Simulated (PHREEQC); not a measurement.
## Brine (model solution)

A solution holds 0.495 mol Na2CO3 per kg of water, at 12 °C. Closed to the air; pH follows from the charge balance.

Computed with PHREEQC (Pitzer model, pitzer.dat).

This is a speciation only: nothing precipitates in the calculation.

Q: Predict the pH, osmotic coefficient.

A: pH 11.87; osmotic coefficient 0.714.

Species that the database lacks are ignored. In brines, pH and single-ion activities rest on the MacInnes convention. Away from 25 °C the constants follow the database's enthalpies or fits; those with neither stay at their 25 °C values.
